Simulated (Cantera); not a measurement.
A freely propagating, adiabatic, planar premixed flame of 11.1 % CH₄, 0.376 % H₂, 18.6 % O₂, 70.0 % N₂, equivalence ratio 1.2, unburnt at 450 K and 0.310 bar; mixture-averaged transport, grid criteria slope 0.08 and curve 0.16, no radiation.

Detailed kinetics in Cantera: GRI-Mech 3.0 (53 species, 325 reactions). Burning velocities carry a grid error of a few per cent, more on coarse grids.

Question: Predict: laminar burning velocity; thermal thickness; peak x(CH₃); peak x(HO₂); peak x(C₂H₆).

Answer: 
```json
{
 "laminar_burning_velocity": "94.1 cm/s",
 "thermal_thickness": "1.01 mm",
 "peak x(CH₃)": "0.00432",
 "peak x(HO₂)": "0.000124",
 "peak x(C₂H₆)": "0.00152"
}
```
